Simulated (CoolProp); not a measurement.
Vapour-liquid equilibrium of R143a (1) + R134a (2) at -3.15 °C; x and y are mole fractions of (1).

Model: multi-fluid Helmholtz-energy mixture model, Lemmon and Jacobsen 2000 and Tillner-Roth 1994; pair parameters Lemmon 2004, in CoolProp.

```tsv
x	bubble pressure, mixture model (kPa)	bubble pressure, Raoult's law (kPa)	y, mixture model	y, Raoult's law
0.05	275.3	275.8	0.095	0.102
0.2	319.0	320.9	0.332	0.350
0.35	___	365.9	___	0.537
0.5	___	411.0	___	0.683
0.65	___	456.0	___	0.800
0.8	498.8	501.1	___	0.896
0.95	___	546.1	0.973	0.976
```

Task: Some entries are withheld; supply them.

Result: 
- 0.35, bubble pressure, mixture model (kPa): 363.2
- 0.35, y, mixture model: 0.515
- 0.5, bubble pressure, mixture model (kPa): 407.8
- 0.5, y, mixture model: 0.661
- 0.65, bubble pressure, mixture model (kPa): 453.0
- 0.65, y, mixture model: 0.782
- 0.8, y, mixture model: 0.884
- 0.95, bubble pressure, mixture model (kPa): 545.4

The largest gap from Raoult's law is -0.8 % in bubble pressure, at x = 0.5. No azeotrope shows between x = 0.05 and 0.95.

The pair parameters rest on a limited set of measurements; away from them the model extrapolates.
